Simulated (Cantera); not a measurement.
A perfectly stirred reactor is fed with NH3 : H2 = 1 : 2.1 (molar parts), at 0.500 bar; it is held at 2300 K, and followed from long to short residence time.

Detailed kinetics in Cantera: the gas-phase N/H chemistry of the illustrative SiF4/NH3 mechanism in the Surface Chemkin manual (1991). Walls and surfaces, which speed up NH3 decomposition in real reactors, are not modelled.

Problem. What does this change do: NH3 1 to 0.23 parts?

Solution. 
| quantity | before | after |
|---|---|---|
| x(NH3) at τ = 1.20 s | 0.000779 | 0.000472 |
| x(H2) at τ = 1.20 s | 0.866 | 0.942 |
| x(N2H4) at τ = 1.20 s | 3.29e-11 | 1.21e-11 |
| x(N) at τ = 1.20 s | 6.66e-6 | 4.04e-6 |
| x(NH) at τ = 1.20 s | 1.04e-5 | 6.30e-6 |
| x(NH3) at τ = 0.110 s | 0.00759 | 0.00232 |
| x(H2) at τ = 0.110 s | 0.867 | 0.944 |
| x(N2H4) at τ = 0.110 s | 8.87e-10 | 1.84e-10 |
| x(N) at τ = 0.110 s | 9.68e-6 | 9.93e-6 |
| x(NH) at τ = 0.110 s | 2.85e-5 | 1.95e-5 |

Problem. What does this change do: pressure from 0.500 bar to 20.0 Torr?

Solution. 
```
quantity                  before     after
----------------------  --------  --------
x(NH3) at τ = 1.20 s    0.000779    0.0113
x(H2) at τ = 1.20 s        0.866     0.865
x(N2H4) at τ = 1.20 s   3.29e-11  8.97e-11
x(N) at τ = 1.20 s       6.66e-6   1.13e-5
x(NH) at τ = 1.20 s      1.04e-5   3.61e-5
x(NH3) at τ = 0.110 s    0.00759     0.120
x(H2) at τ = 0.110 s       0.867     0.801
x(N2H4) at τ = 0.110 s  8.87e-10   1.81e-9
x(N) at τ = 0.110 s      9.68e-6   8.37e-6
x(NH) at τ = 0.110 s     2.85e-5   6.55e-5
```
